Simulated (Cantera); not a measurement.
What does this Cantera script print?

```python
import numpy as np
import cantera as ct

gas_names = """
    Cu CuO Cu2 H HO2 H2 H2O H2O2 O OH O2 O3
""".split()
cond_names = """
    Cu(cr) Cu(L) CuO(s) CuO2H2(s) Cu2O(s) Cu2O(L) H2O(s) H2O(L)
""".split()


# ... load() reads the species with a 1 bar reference pressure and builds the phases ...
atoms = {
    'Cu2O': {'Cu': 2, 'O': 1},
    'H2': {'H': 2},
}
top_T = {'CuO(s)': 1390}  # K; cautious upper limits of use, not melting points


# ... equilibrate(T, P, feed) seeds the gas with the atoms and calls Mixture.equilibrate('TP', solver="vcs", rtol=1e-11, max_steps=5000) ...
results = []
feed = {'Cu2O': 1, 'H2': 8.1}  # mol
T = 2150  # K
P = 200  # Pa
mix = equilibrate(T, P, feed)
results.append((T, P, feed, dict(zip(mix.species_names, mix.species_moles))))
print(gas.report(threshold=1e-05))
for i in range(1, mix.n_phases):
    print(f"{mix.phase(i).name:16s} {mix.phase_moles(i):12.5e} mol")
```

It prints:

```
       temperature   2150 K
          pressure   200 Pa
           density   0.0001698 kg/m^3
  mean mol. weight   15.176 kg/kmol
   phase of matter   gas

                          1 kg             1 kmol
                     ---------------   ---------------
          enthalpy         7.461e+06        1.1323e+08  J
   internal energy        6.2831e+06        9.5356e+07  J
           entropy             17069        2.5905e+05  J/K
    Gibbs function       -2.9237e+07       -4.4372e+08  J
 heat capacity c_p            2168.1             32904  J/K
 heat capacity c_v            1620.2             24589  J/K

                      mass frac. Y      mole frac. X     chem. pot. / RT
                     ---------------   ---------------   ---------------
                Cu           0.79695           0.19033           -11.784
               Cu2        0.00025576        3.0541e-05           -23.568
                 H         0.0050073          0.075389           -13.188
                H2          0.084891           0.63906           -26.376
               H2O           0.11115          0.093636           -49.904
                 O        0.00012503        0.00011861           -23.528
                OH         0.0015986         0.0014266           -36.716
     [   +5 minor]        2.6842e-05         9.526e-06

Cu(L)             0.00000e+00 mol
Cu2O(L)           0.00000e+00 mol
```

Cantera equilibrium calculation (NASA polynomials, part measured and part estimated; ideal gas, pure solids and liquids).
